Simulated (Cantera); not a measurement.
What does this Cantera script print?

```python
import numpy as np
import cantera as ct

gas = ct.Solution("SiF4_NH3_mec.yaml", "gas")
gas.TPX = 1875, 4400, {'NH3': 1, 'N2': 6.1, 'H2': 0.098}
inlet = ct.Reservoir(gas, clone=True)

reactor = ct.IdealGasConstPressureReactor(gas, energy="off", clone=False)
exhaust = ct.Reservoir(gas, clone=True)
tau = [7.7, 2.8, 1, 0.36, 0.13, 0.047, 0.017, 0.006][0]
for a, b in ((inlet, reactor), (reactor, exhaust)):
    ct.MassFlowController(a, b, mdot=lambda t: reactor.mass / tau)
net = ct.ReactorNet([reactor])
show = ['NH3', 'N2', 'H', 'N', 'N2H4', 'N2H2']

rows = []
print(f"{'tau/s':>10s}{'T/K':>9s}" + "".join(f"{s:>11s}" for s in show))
for tau in [7.7, 2.8, 1, 0.36, 0.13, 0.047, 0.017, 0.006]:
    net.initial_time = 0.0
    net.advance(30 * tau)
    before = gas.X
    net.advance(40 * tau)
    drift = np.max(np.abs(gas.X - before) / (gas.X + 1e-9))
    rows.append([gas.T, *gas[show].X, drift])
    print(f"{tau:10.3e}{gas.T:9.1f}" + "".join(f"{x:11.3e}" for x in gas[show].X))
```

It prints:

```
     tau/s      T/K        NH3         N2          H          N       N2H4       N2H2
 7.700e+00   1875.0  2.907e-02  8.139e-01  1.648e-04  5.498e-07  4.301e-10  1.203e-07
 2.800e+00   1875.0  5.460e-02  8.217e-01  1.110e-04  5.794e-07  1.105e-09  2.703e-07
 1.000e+00   1875.0  8.646e-02  8.314e-01  6.703e-05  5.546e-07  2.279e-09  4.968e-07
 3.600e-01   1875.0  1.129e-01  8.395e-01  3.804e-05  4.546e-07  3.668e-09  7.133e-07
 1.300e-01   1875.0  1.282e-01  8.441e-01  2.250e-05  3.199e-07  4.806e-09  8.292e-07
 4.700e-02   1875.0  1.351e-01  8.462e-01  1.497e-05  2.130e-07  5.103e-09  7.951e-07
 1.700e-02   1875.0  1.378e-01  8.471e-01  1.050e-05  1.304e-07  3.941e-09  5.616e-07
 6.000e-03   1875.0  1.387e-01  8.474e-01  5.837e-06  4.393e-08  1.453e-09  1.763e-07
```

Cantera simulation using the gas-phase N/H chemistry of the illustrative SiF4/NH3 mechanism in the Surface Chemkin manual (1991); the numbers are that mechanism's predictions, not measurements. Walls and surfaces, which speed up NH3 decomposition in real reactors, are not modelled.
